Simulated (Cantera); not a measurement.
Standard-state values (1 bar) from the NASA 1993 polynomials, evaluated with Cantera. Values are per mole of reaction as written; species without (g) are pure solids or liquids, kept so even where they would boil at 1 bar.

### Question
Between 300 and 825 K, where is each reaction favourable under standard conditions?
- 3 FeS2 + 4 NH3(g) ⇌ 4 N(g) + 6 H2S(g) + 3 Fe

### Answer
- 3 FeS2 + 4 NH3(g) ⇌ 4 N(g) + 6 H2S(g) + 3 Fe: ΔG° is 2166 kJ at 300 K and 1635 kJ at 825 K; it stays positive (K < 1). ΔH° is 2473 kJ and ΔS° 1016 J/K at 825 K.
